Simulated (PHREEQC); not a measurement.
**Brine: an equilibrium model**

Solution (25 °C): 0.72 mol/kgw Na2SO4, 0.27 mol/kgw H3BO3 and 0.3 mol/kgw KBr. Closed to the air; pH follows from the charge balance.

The numbers come from PHREEQC with the Pitzer model, pitzer.dat.

This is a speciation only: nothing precipitates in the calculation.

Predict the pH, activity of water.

pH 4.83; activity of water 0.962.

In brines, pH and single-ion activities rest on the MacInnes convention.
